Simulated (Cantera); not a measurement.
What does this Cantera script print?

```python
import numpy as np
import cantera as ct

gas = ct.Solution("h2o2.yaml")
gas.TPX = 925, 2300, {'H2': 0.0062, 'O2': 1}
reactor = ct.IdealGasConstPressureReactor(gas, energy="off", clone=False)
net = ct.ReactorNet([reactor])
net.rtol, net.atol = 1e-08, 1e-18
show = ['H2', 'O2', 'O', 'H2O2', 'OH']
times = np.geomspace(0.0005, 100, 11)

steps = ct.SolutionArray(gas, extra=["t"])
rows = []
print(f"{'t/s':>10s}{'T/K':>9s}{'P/Pa':>11s}" + "".join(f"{s:>11s}" for s in show))
for t in times:
    while net.time < t:
        t_next = net.step()
        steps.append(gas.state, t=t_next)
    rows.append([np.interp(t, steps.t, y) for y in (steps.T, steps.P, *steps(*show).X.T)])
    print(f"{t:10.3e}{rows[-1][0]:9.1f}{rows[-1][1]:11.4g}" + "".join(f"{x:11.3e}" for x in rows[-1][2:]))
rate = np.gradient(steps.T, steps.t)
print("integrator steps:", len(steps.t))
if steps.T.max() > steps.T[0] + 200:
    print(f"time of steepest temperature rise: {steps.t[rate.argmax()]:.4e} s")
gas.TPX = 925, 2300, {'H2': 0.0062, 'O2': 1}
gas.equilibrate("TP")
print(f"equilibrium (TP): T = {gas.T:.1f} K  " + "  ".join(f"{s} {gas[s].X[0]:.3e}" for s in show))
```

Result:

```
       t/s      T/K       P/Pa         H2         O2          O       H2O2         OH
 5.000e-04    925.0       2300  6.162e-03  9.938e-01  4.668e-12  5.836e-17  3.692e-12
 1.695e-03    925.0       2300  6.162e-03  9.938e-01  3.636e-11  6.991e-16  2.083e-11
 5.743e-03    925.0       2300  6.162e-03  9.938e-01  1.093e-09  1.111e-14  5.167e-10
 1.947e-02    925.0       2300  6.126e-03  9.938e-01  2.337e-05  5.583e-10  1.099e-05
 6.598e-02    925.0       2300  8.329e-05  9.932e-01  5.951e-04  4.367e-08  8.812e-05
 2.236e-01    925.0       2300  5.374e-06  9.937e-01  8.658e-05  1.552e-08  2.159e-05
 7.579e-01    925.0       2300  5.675e-07  9.938e-01  1.028e-05  8.852e-09  7.338e-06
 2.569e+00    925.0       2300  5.864e-08  9.938e-01  1.197e-06  3.584e-09  2.585e-06
 8.706e+00    925.0       2300  4.362e-09  9.938e-01  1.774e-07  1.019e-09  1.008e-06
 2.951e+01    925.0       2300  2.527e-10  9.938e-01  3.461e-08  2.646e-10  4.447e-07
 1.000e+02    925.0       2300  3.493e-11  9.938e-01  8.132e-09  7.184e-11  2.148e-07
integrator steps: 1406
equilibrium (TP): T = 925.0 K  H2 3.215e-13  O2 9.938e-01  O 8.864e-11  H2O2 9.332e-13  OH 2.227e-08
```

Computed with Cantera and the H2/O2 subset of GRI-Mech 3.0, which has no nitrogen chemistry. Radical loss at walls, strong at low pressure, is not modelled. Below about 950 K walls govern HO2 and H2O2 in real vessels.
